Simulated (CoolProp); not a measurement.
Ethylene at 293.15 K and 3.26 MPa is compressed adiabatically to 5.74 MPa with isentropic efficiency 0.9. Each further row changes one setting.

The numbers come from the reference Helmholtz-energy equation of state, Smukala 2000 in CoolProp.

| case | work (kJ/kg) | final temperature (K) | final density (kg/m³) |
|---|---|---|---|
| as stated | 44.1 | 335.5 | 77.0 |
| efficiency 1 | 39.7 | 333.7 | 78.0 |
| efficiency 0.65 | 61.1 | 342.6 | 73.3 |
